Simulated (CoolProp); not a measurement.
p-xylene along the isotherm 346.85 °C: density (kg/m³) from the reference equation and from simpler models built on Tc = 343.0 °C, pc = 35.32 bar, ω = 0.324; each cubic takes its own stable root.

Computed with CoolProp (reference Helmholtz-energy equation of state, Zhou 2012).

```tsv
p (bar)	phase	reference
4.82	gas	10.47
9.63	gas	22.20
14.4	gas	35.52
19.3	gas	51.68
24.1	gas	71.34
28.9	gas	98.00
33.7	gas	142.8
38.5	supercritical	376.4
43.3	supercritical	425.3
48.2	supercritical	448.6
53	supercritical	464.1
```

Question: How far does each simpler model (van der Waals, Soave-Redlich-Kwong) lie from the reference over these 11 states: mean and median of the absolute difference, and the worst?

Answer: 
- van der Waals: mean 15.7 %, median 9.3 %, worst -33.4 % at 346.85 °C and 43.3 bar
- Soave-Redlich-Kwong: mean 10.2 %, median 5.2 %, worst -25.1 % at 346.85 °C and 38.5 bar
